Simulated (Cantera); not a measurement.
What does this Cantera script print?

```python
import numpy as np
import cantera as ct

gas_names = """
    C CN CO CO2 C2 CCN CNC C2N2 C2O C3 C3O2 C4 C4N2 C5 N NCO NO NO2 NO3 N2 N2O O O2 O3 Si SiC SiC2 SiN
    SiO SiO2 Si2 Si2C Si2N Si3
""".split()
cond_names = """
    C(gr) Si(cr) Si(L) SiC(b) SiO2(Lqz) SiO2(hqz) SiO2(L) Si2N2O(s) Si3N4(a)
""".split()


# ... load() reads the species with a 1 bar reference pressure and builds the phases ...
atoms = {
    'Si': {'Si': 1},
    'CO2': {'C': 1, 'O': 2},
    'N2': {'N': 2},
}
top_T = {'C(gr)': 4500, 'SiC(b)': 3050, 'Si2N2O(s)': 2100, 'Si3N4(a)': 2400}  # K; cautious upper limits of use, not melting points


# ... equilibrate(T, P, feed) seeds the gas with the atoms and calls Mixture.equilibrate('TP', solver="vcs", rtol=1e-11, max_steps=5000) ...
results = []
feed = {'Si': 1, 'CO2': 1.5, 'N2': 21}  # mol
P = 1333.22  # Pa
for T in [1148, 1248, 1348, 1448, 1548, 1648, 1748, 1848, 1948]:
    mix = equilibrate(T, P, feed)
    results.append((T, P, feed, dict(zip(mix.species_names, mix.species_moles))))

top = {s: max(r[3][s] / sum(r[3][g] for g in gas_names) for r in results) for s in gas_names}
cols = sorted((s for s in top if top[s] > 0.001), key=lambda s: -top[s])[:6]
seen = [c for c in cond_names if any(r[3].get(c, 0) > 1e-12 for r in results)]
print("log10 of partial pressures in bar; condensed amounts in mol")
print(f"{'T/K':>10s}" + "".join(f"{s[:9]:>10s}" for s in cols + seen))
for T, P, feed, n in results:
    ng = sum(n[g] for g in gas_names)
    print(f"{T:10.4g}" + "".join(f"{np.log10(max(n[s] / ng * P / 1e5, 1e-99)):10.3f}" for s in cols)
          + "".join(f"{n.get(c, 0):10.4g}" for c in seen))
```

Result:

```
log10 of partial pressures in bar; condensed amounts in mol
       T/K        N2        CO       SiO       CO2 SiO2(hqz)   SiO2(L) Si2N2O(s)
      1148    -1.905    -3.048   -10.408    -7.300    0.6666         0    0.1667
      1248    -1.905    -3.048    -8.560    -7.271    0.6666         0    0.1667
      1348    -1.905    -3.048    -6.992    -7.245    0.6665         0    0.1666
      1448    -1.905    -3.048    -5.645    -7.221    0.6653         0    0.1654
      1548    -1.906    -3.049    -4.476    -7.201    0.6479         0     0.148
      1648    -1.915    -3.061    -3.538    -7.108    0.4999         0         0
      1748    -1.915    -3.061    -3.537    -6.195         0    0.4989         0
      1848    -1.915    -3.063    -3.532    -5.397         0    0.4931         0
      1948    -1.915    -3.071    -3.510    -4.709         0     0.466         0
```

Cantera equilibrium calculation (NASA polynomials, part measured and part estimated; ideal gas, pure solids and liquids). N2 is the only nitrogen source here; it is nearly inert below about 1500 K, so the nitride shown seldom forms there in practice. Mutual solubility and eutectic melting of coexisting phases are not modelled. The tables hold silica as quartz up to 1696 K and as liquid above; real silica turns to tridymite and cristobalite and melts near 1996 K.
